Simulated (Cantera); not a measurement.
Input (Python, Cantera):

```python
import numpy as np
import cantera as ct

gas = ct.Solution("h2o2.yaml")
gas.TPX = 500, 13332, {'H2': 1, 'O2': 0.455, 'N2': 1.71}
flame = ct.FreeFlame(gas, width=0.16)
flame.set_refine_criteria(ratio=3, slope=0.08, curve=0.16)
flame.transport_model = "mixture-averaged"
flame.solve(loglevel=0, auto=True)
z, T = flame.grid, flame.T
thick = (T[-1] - T[0]) / np.gradient(T, z).max()
show = ['H2', 'O2', 'OH', 'H2O', 'H', 'HO2']
print(f"laminar burning velocity  {flame.velocity[0] * 100:.3f} cm/s")
print(f"burnt temperature         {T[-1]:.1f} K")
print(f"thermal thickness         {thick * 1e3:.4f} mm")
print(f"grid points               {len(z)}")
z0 = z[flame.heat_release_rate.argmax()]
print(f"{'z/mm':>9s}{'T/K':>9s}{'u/(m/s)':>9s}" + "".join(f"{s:>11s}" for s in show))
rows = []
for k in (-3, -2, -1.5, -1, -0.5, -0.25, 0, 0.25, 0.5, 1, 2, 4, 8):
    zz = z0 + k * thick
    rows.append([k * thick, np.interp(zz, z, T), np.interp(zz, z, flame.velocity),
                 *(np.interp(zz, z, flame.X[gas.species_index(s)]) for s in show)])
    print(f"{rows[-1][0] * 1e3:9.3f}{rows[-1][1]:9.1f}{rows[-1][2]:9.3f}" + "".join(f"{x:11.3e}" for x in rows[-1][3:]))
```

Output:

```
laminar burning velocity  453.826 cm/s
burnt temperature         2409.4 K
thermal thickness         6.0989 mm
grid points               140
     z/mm      T/K  u/(m/s)         H2         O2         OH        H2O          H        HO2
  -18.297    500.0    4.538  3.160e-01  1.438e-01  4.434e-21 -2.749e-16  1.835e-18 -1.091e-15
  -12.198    500.0    4.538  3.160e-01  1.438e-01  1.047e-17  1.401e-14  1.777e-14  7.989e-13
   -9.148    500.0    4.538  3.160e-01  1.438e-01  1.900e-15  1.719e-12  5.888e-12  9.188e-11
   -6.099    500.0    4.538  3.160e-01  1.438e-01  5.761e-12  2.429e-09  9.792e-09  5.586e-08
   -3.049    505.0    4.579  3.149e-01  1.438e-01  2.101e-05  2.434e-04  1.106e-04  6.488e-05
   -1.525    655.9    5.867  2.910e-01  1.400e-01  4.101e-04  1.251e-02  7.559e-03  4.428e-05
    0.000   1091.2    9.444  1.516e-01  9.122e-02  2.897e-03  1.162e-01  6.637e-02  1.514e-05
    1.525   1370.2   11.716  5.950e-02  3.318e-02  7.624e-03  2.194e-01  9.392e-02  4.945e-06
    3.049   1485.3   12.610  5.543e-02  2.676e-02  9.846e-03  2.313e-01  8.586e-02  3.489e-06
    6.099   1620.3   13.628  5.791e-02  2.379e-02  1.233e-02  2.382e-01  7.220e-02  2.631e-06
   12.198   1772.6   14.742  5.946e-02  2.059e-02  1.475e-02  2.472e-01  5.734e-02  1.928e-06
   24.396   1932.3   15.872  5.905e-02  1.708e-02  1.650e-02  2.585e-01  4.303e-02  1.381e-06
   48.791   2087.7   16.937  5.657e-02  1.347e-02  1.702e-02  2.716e-01  3.046e-02  1.011e-06
```

Model: the H2/O2 subset of GRI-Mech 3.0, which has no nitrogen chemistry, integrated in Cantera. Burning velocities carry a grid error of a few per cent, more on coarse grids.
